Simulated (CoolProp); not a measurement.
Properties of ethanol along the isotherm 262.4 K.

The numbers come from the reference Helmholtz-energy equation of state, Schroeder 2014 in CoolProp.

```tsv
p (MPa)	phase	Z	cv (kJ/(kg K))	Joule-Thomson coefficient (K/MPa)	isothermal compressibility (1/MPa)	viscosity (µPa s)
0.0991	liquid	0.002566	1.815	-0.4070	(withheld)	2330
0.167	liquid	0.004324	1.815	-0.4071	0.0009192	2330
0.282	liquid	0.007300	1.815	-0.4071	0.0009180	2330
0.476	liquid	0.01232	1.815	-0.4073	0.0009161	2330
0.804	liquid	0.02080	1.815	-0.4075	0.0009130	2340
1.36	liquid	0.03517	1.815	-0.4078	(withheld)	2340
2.29	liquid	0.05918	1.815	-0.4083	(withheld)	2360
3.86	liquid	0.09961	1.815	-0.4092	0.0008846	2370
6.52	liquid	0.1679	1.816	-0.4107	0.0008618	2410
11	liquid	0.2821	1.816	-0.4128	0.0008266	2460
18.6	liquid	0.4742	1.818	-0.4159	0.0007746	2550
31.3	liquid	0.7905	1.821	-0.4199	0.0007038	(withheld)
```

Some entries are withheld; supply them.


- 0.0991, isothermal compressibility (1/MPa): 0.0009198
- 1.36, isothermal compressibility (1/MPa): 0.0009076
- 2.29, isothermal compressibility (1/MPa): 0.0008989
- 31.3, viscosity (µPa s): 2690

Viscosity comes from a separate model (Kiselev 2005).
